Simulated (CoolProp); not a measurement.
Nitrous oxide along the isotherm 226.85 °C: Z from the reference equation and from simpler models built on Tc = 36.4 °C, pc = 7.245 MPa, ω = 0.161; each cubic takes its own stable root.

Model: reference Helmholtz-energy equation of state, Lemmon 2006, in CoolProp. It is a short technical equation, of lower accuracy than the large ones.

```json
[
 {"p (MPa)": "1.65", "phase": "gas", "reference": "0.9861"},
 {"p (MPa)": "3.29", "phase": "gas", "reference": "0.9727"},
 {"p (MPa)": "4.94", "phase": "gas", "reference": "0.9597"},
 {"p (MPa)": "6.59", "phase": "gas", "reference": "0.9472"},
 {"p (MPa)": "8.23", "phase": "supercritical", "reference": "0.9353"},
 {"p (MPa)": "9.88", "phase": "supercritical", "reference": "0.9240"},
 {"p (MPa)": "11.5", "phase": "supercritical", "reference": "0.9137"},
 {"p (MPa)": "13.2", "phase": "supercritical", "reference": "0.9036"},
 {"p (MPa)": "14.8", "phase": "supercritical", "reference": "0.8951"},
 {"p (MPa)": "16.5", "phase": "supercritical", "reference": "0.8871"},
 {"p (MPa)": "18.1", "phase": "supercritical", "reference": "0.8806"}
]
```

**Question.** How far does each simpler model (Pitzer virial, van der Waals, Soave-Redlich-Kwong) lie from the reference over these 11 states: mean and median of the absolute difference, and the worst?

**Answer.** 
- Pitzer virial: mean 0.8 %, median 0.4 %, worst -3.0 % at 226.85 °C and 18.1 MPa
- van der Waals: mean 4.1 %, median 4.1 %, worst -7.4 % at 226.85 °C and 18.1 MPa
- Soave-Redlich-Kwong: mean 2.2 %, median 2.0 %, worst +4.5 % at 226.85 °C and 18.1 MPa
